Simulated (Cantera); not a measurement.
An isothermal, constant-pressure homogeneous reactor starts with 47.6 % NO, 52.4 % N2, at 2025 K and 10.00 Torr.

Cantera simulation using GRI-Mech 3.0 (53 species, 325 reactions); the numbers are that mechanism's predictions, not measurements. Radical loss at walls, strong at low pressure, is not modelled.

x: mole fraction; the columns are a selection and need not sum to one.

```tsv
t (s)	x NO	x N2	x O2	x N2O	x O	x NO2
2.00e-6	0.476	0.524	<1e-12	8.40e-9	8.40e-9	<1e-12
6.91e-6	0.476	0.524	1.09e-12	2.90e-8	2.90e-8	<1e-12
2.39e-5	0.476	0.524	1.30e-11	1.00e-7	1.00e-7	8.24e-12
8.25e-5	0.476	0.524	1.55e-10	3.46e-7	3.47e-7	9.83e-11
0.000285	0.476	0.524	1.86e-9	1.19e-6	1.20e-6	(withheld)
0.000985	0.476	0.524	2.23e-8	4.06e-6	4.20e-6	(withheld)
0.00340	0.476	0.524	2.75e-7	1.34e-5	1.51e-5	(withheld)
0.0118	0.476	0.524	3.63e-6	3.95e-5	5.78e-5	(withheld)
0.0406	0.476	0.524	5.54e-5	8.26e-5	0.000236	(withheld)
0.140	0.474	0.525	0.000741	8.68e-5	0.000678	(withheld)
0.485	0.465	0.529	0.00504	7.54e-5	0.000974	(withheld)
1.68	0.429	0.547	0.0227	5.80e-5	0.00136	(withheld)
5.79	0.293	0.614	0.0899	2.22e-5	0.00224	(withheld)
20.0	0.0605	0.730	0.206	8.22e-7	0.00321	(withheld)
```

Question: Complete the blanks.

Answer: 
- 0.000285, x NO2: 1.16e-9
- 0.000985, x NO2: 1.31e-8
- 0.00340, x NO2: 1.34e-7
- 0.0118, x NO2: 1.03e-6
- 0.0406, x NO2: 4.77e-6
- 0.140, x NO2: 1.06e-5
- 0.485, x NO2: 1.56e-5
- 1.68, x NO2: 2.58e-5
- 5.79, x NO2: 3.56e-5
- 20.0, x NO2: 1.14e-5
